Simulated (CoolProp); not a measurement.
Values from CoolProp's reference Helmholtz-energy equation of state, Akasaka 2022.

Problem. Give the vapour pressure (kPa), vapour density (kg/m³), enthalpy of vaporisation (kJ/kg), liquid cp (kJ/(kg K)) of saturated R1233zd(E) at 17.95 °C.

Solution. 
| T (°C) | p (kPa) | vapour density (kg/m³) | enthalpy of vaporisation (kJ/kg) | liquid cp (kJ/(kg K)) |
|---|---|---|---|---|
| 17.95 | 101 | 5.66 | 194 | 1.17 |
